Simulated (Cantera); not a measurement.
A perfectly stirred reactor is fed with 0.756 % CH₂O, 2.33 % O₂, 96.9 % N₂, equivalence ratio 0.32, at 19.0 bar; it is held at 1400 K, and followed from long to short residence time.

Computed with Cantera and GRI-Mech 3.0 (53 species, 325 reactions). The pressure lies above the range GRI-Mech 3.0 was tuned for (to about 10 atm).

x: mole fraction; the columns are a selection and need not sum to one.

```tsv
τ (s)	x CH₂O	x O₂	x NO₂	x C₂H₆	x HCN	x CH₂	x HO₂
7.0	8.91e-8	0.0157	1.35e-8	<1e-12	<1e-12	<1e-12	[?]
2.1	2.47e-7	0.0157	2.25e-8	<1e-12	<1e-12	<1e-12	[?]
0.65	6.87e-7	0.0157	4.31e-8	<1e-12	<1e-12	<1e-12	[?]
0.20	1.95e-6	0.0158	8.51e-8	<1e-12	<1e-12	<1e-12	[?]
0.060	5.45e-6	0.0159	1.29e-7	<1e-12	<1e-12	<1e-12	[?]
0.018	1.42e-5	0.0161	1.13e-7	<1e-12	<1e-12	<1e-12	[?]
0.0056	3.41e-5	0.0166	5.51e-8	<1e-12	<1e-12	<1e-12	[?]
```

**Question.** Some entries are withheld; supply them.

**Answer.** 
- 7.0, x HO₂: 7.31e-8
- 2.1, x HO₂: 1.91e-7
- 0.65, x HO₂: 5.08e-7
- 0.20, x HO₂: 1.34e-6
- 0.060, x HO₂: 3.30e-6
- 0.018, x HO₂: 7.13e-6
- 0.0056, x HO₂: 1.36e-5
